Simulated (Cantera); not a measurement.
Feed: 1 mol (CH₃)₂SiCl₂, 19 mol H₂, held at 1098.15 K and 0.0133 bar.

Cantera equilibrium calculation (NASA polynomials, part measured and part estimated; ideal gas, pure solids and liquids). Candidate condensed phases: C, C₆H₆, C₇H₈, C₈H₁₈, Si, SiC; 109 gas species. The feed counts by its element totals alone. The tables' values for SiCl₃ are old estimates; treat these amounts as uncertain. Kinetics and transport are ignored.

Base state: H₂ 0.913, HCl 0.0862, CH₄ 0.000406, SiCl₄ 0.000171, SiHCl₃ 2.64e-5, SiCl₂ 1.41e-5, SiCl₃ 1.31e-5 (mole fractions); condensed: C(graphite) + SiC(s).

Problem. What changes in the equilibrium state with this change: H₂ from 19 to 6.1 mol?

Solution. 
| species | before | after |
|---|---|---|
| H₂ | 0.913 | 0.814 |
| HCl | 0.0862 | 0.181 |
| SiCl₄ | 0.000171 | 0.00417 |
| SiCl₃ | 1.31e-5 | 0.000144 |
| SiHCl₃ | 2.64e-5 | 0.000274 |
| C(graphite), mol | 0.996 | 1.04 |
| SiC(s), mol | 0.995 | 0.953 |

Problem. What changes in the equilibrium state with this change: (CH₃)₂SiCl₂ replaced by SiCl₄?

Solution. 
| species | before | after |
|---|---|---|
| H₂ | 0.913 | 0.907 |
| HCl | 0.0862 | 0.0515 |
| SiCl₄ | 0.000171 | 0.0259 |
| CH₄ | 0.000406 | 0 |
| SiCl₂ | 1.41e-5 | 0.00594 |
| SiH₂Cl₂ | 4.87e-7 | 0.000204 |
| SiCl₃ | 1.31e-5 | 0.00331 |
| C(graphite), mol | 0.996 | 0 |
| SiC(s), mol | 0.995 | 0 |
| Si(s), mol | 0 | 0.149 |
